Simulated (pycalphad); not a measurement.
Computed with pycalphad from the COST 507 light-alloy database (1999), at 1 atm. The database dates from 1999; later assessments differ in places, in temperatures and in the compounds included. Phase fractions are per mole of atoms.

### Question
Give the equilibrium state of Si-1.92Sn (at.%) at 1217 °C.

### Answer
DIAMOND_A4, fraction 0.977, with <0.01 Sn at.%; LIQUID, fraction 0.023, with 85.1 Sn at.%.

DIAMOND_A4 is diamond (Si).
